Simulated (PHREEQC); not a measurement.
Dissolve 0.0058 mol CuSO4, 0.00061 mol H2SO4 and 0.051 mol NaCl per kg of water at 25 °C. Closed to the air; pH follows from the charge balance.

Computed with PHREEQC (ion-association model, phreeqc.dat).

This is a speciation only: nothing precipitates in the calculation.

Question: Estimate the pH.

Answer: pH 3.07.

Question: In which forms is S present?

Answer: SO4-2 76 %, CuSO4 13 %, NaSO4- 7.9 %, HSO4- 3.3 % of the S.

Complexes and solids missing from the database can't appear.
